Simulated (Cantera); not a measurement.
Feed: 1 mol CaO, 42 mol HBr, held at 0.200 bar.

These are equilibrium values from Cantera (NASA tables, ideal gas, pure condensed phases), not measurements of a reactor. Candidate condensed phases: Br2, Ca, CaBr2, CaO, Ca(OH)2, H2O; 19 gas species. Equilibrium is a limit: real reactors are often held back by kinetics, nucleation or transport. All values below are at 750 °C.

Base state: HBr 0.974, H2O 0.0244, H2 0.000871, Br2 0.000657, Br 0.000428 (mole fractions); condensed: CaBr2(l).

Q: What changes in the equilibrium state with this change: 1.5 mol O2 added?

A: 
| species | before | after |
|---|---|---|
| HBr | 0.974 | 0.827 |
| H2O | 0.0244 | 0.0973 |
| Br2 | 0.000657 | 0.0708 |
| H2 | 0.000871 | 5.84e-6 |
| Br | 0.000428 | 0.00445 |
| CaBr2(l), mol | 1.000 | 1.000 |
